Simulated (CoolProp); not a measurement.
Computed with CoolProp (reference Helmholtz-energy equation of state, Setzmann 1991).

Q: For methane, give the phase and the Z, speed of sound (m/s), Prandtl number at -78.15 °C and 6.49 MPa; -53.05 °C and 6.49 MPa; -40.45 °C and 6.49 MPa.

A: 
- -78.15 °C and 6.49 MPa: supercritical; Z 0.265, speed of sound 436, Prandtl number 2.64
- -53.05 °C and 6.49 MPa: supercritical; Z 0.625, speed of sound 332, Prandtl number 1.46
- -40.45 °C and 6.49 MPa: supercritical; Z 0.711, speed of sound 355, Prandtl number 1.17

Viscosity comes from a separate model (Quiñones-Cisneros 2006). Thermal conductivity comes from a separate model (Friend 1989).
